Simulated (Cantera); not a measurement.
**Equilibrium for carbon deposition, reforming and gasification: toluene + O2 + H2**

A closed system holds: 1 mol toluene, 1.6 mol O2, 94 mol H2, held at 0.00133 bar.

Method: chemical equilibrium by Gibbs-energy minimisation in Cantera with the NASA 1993 tables (ideal gas, pure condensed phases). Candidate condensed phases: C, C6H6, C7H8, C8H18, H2O; 131 gas species. Ions and electrons are included (thermal ionisation). Rates play no part.

| T (K) | log p H | log p H2 | log p C | log p CO | log p O | log p C3 | log p C2 |
|---|---|---|---|---|---|---|---|
| 3000 | -2.91 | -4.21 | -4.95 | -4.65 | -11.35 | -5.47 | -5.81 |
| 3250 | -2.90 | -4.80 | -4.66 | -4.67 | -10.19 | -6.38 | -6.04 |
| 3500 | -2.89 | -5.33 | -4.61 | -4.68 | -8.98 | -7.78 | -6.65 |
| 3750 | -2.89 | -5.78 | -4.60 | -4.68 | -7.90 | -9.10 | -7.25 |
| 4000 | -2.89 | -6.19 | -4.60 | -4.68 | -6.94 | -10.26 | -7.78 |
| 4250 | -2.89 | -6.54 | -4.59 | -4.69 | -6.12 | -11.26 | -8.23 |
| 4500 | -2.89 | -6.86 | -4.55 | -4.76 | -5.47 | -12.05 | -8.56 |
| 4750 | -2.89 | -7.15 | -4.47 | -4.93 | -5.04 | -12.64 | -8.78 |
| 5000 | -2.90 | -7.41 | -4.40 | -5.25 | -4.82 | -13.18 | -8.98 |
log p: log10 of the partial pressure in bar; nothing condenses.

From 3000 K to 5000 K nothing is condensed. The main C-bearing gas is CO at 3000 K and C at 5000 K.
